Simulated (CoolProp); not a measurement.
Vapour-liquid equilibrium of m-xylene (1) + n-nonane (2) at 170.65 °C; x and y are mole fractions of (1).

The numbers come from the multi-fluid Helmholtz-energy mixture model, Zhou 2012 and Lemmon 2006; pair parameters Bell 2016 in CoolProp.

```csv
x,"bubble pressure, mixture model (bar)","bubble pressure, Raoult's law (bar)","y, mixture model","y, Raoult's law"
0.05,1.725,1.695,0.078,0.065
0.125,(withheld),1.735,0.182,0.159
0.2,1.873,1.776,0.274,0.249
0.275,1.935,1.816,0.356,0.334
0.35,(withheld),1.856,0.431,0.416
0.425,(withheld),1.897,(withheld),0.494
0.5,2.081,1.937,0.565,0.570
0.575,(withheld),1.978,0.629,0.642
0.65,2.147,2.018,0.690,0.711
0.725,2.172,2.058,0.752,0.777
0.8,(withheld),2.099,(withheld),0.841
0.875,2.202,2.139,0.881,0.903
0.95,(withheld),2.179,0.950,0.962
```

Question: Some entries are withheld; supply them.

Answer: 
- 0.125, bubble pressure, mixture model (bar): 1.803
- 0.35, bubble pressure, mixture model (bar): 1.991
- 0.425, bubble pressure, mixture model (bar): 2.039
- 0.425, y, mixture model: 0.500
- 0.575, bubble pressure, mixture model (bar): 2.117
- 0.8, bubble pressure, mixture model (bar): 2.190
- 0.8, y, mixture model: 0.815
- 0.95, bubble pressure, mixture model (bar): 2.207

The largest gap from Raoult's law is +7.5 % in bubble pressure, at x = 0.425. No azeotrope shows between x = 0.05 and 0.95.

The pair parameters rest on a limited set of measurements; away from them the model extrapolates.
